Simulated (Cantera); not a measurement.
Input: 1 mol MgO, 1.9 mol Br₂, 3.2 mol N₂, equilibrated at 43.0 mbar.

Equilibrium computed with Cantera from the NASA thermochemical tables; the gas is ideal and each condensed phase is pure. Candidate condensed phases: Br₂, Mg, MgBr₂, MgO; 17 gas species. Equilibrium is a limit: real reactors are often held back by kinetics, nucleation or transport.

x: gas mole fraction; n: condensed amount in mol.

```
T (°C)   x N₂   x Br   x Br₂  x MgBr₂  n MgO(s)
------  -----  -----  ------  -------  --------
1027    0.563  0.203   0.230  0.00251     0.986
1052    0.554  0.231   0.210  0.00320     0.981
1077    0.545  0.259   0.190  0.00400     0.976
1102    0.536  0.288   0.169  0.00490     0.971
1127    0.527  0.315   0.149  0.00590     0.964
1152    0.518  0.342   0.130  0.00698     0.957
1177    0.510  0.366   0.112  0.00811     0.949
1202    0.503  0.388  0.0950  0.00927     0.941
1227    0.496  0.408  0.0801   0.0104     0.933
1252    0.490  0.425     ___      ___     0.924
1277    0.485  0.440     ___      ___     0.916
1302    0.481  0.452  0.0459   0.0139     0.908
```

### Question
What belongs in the gaps?

### Answer

- 1252, x Br₂: 0.0669
- 1252, x MgBr₂: 0.0116
- 1277, x Br₂: 0.0556
- 1277, x MgBr₂: 0.0128
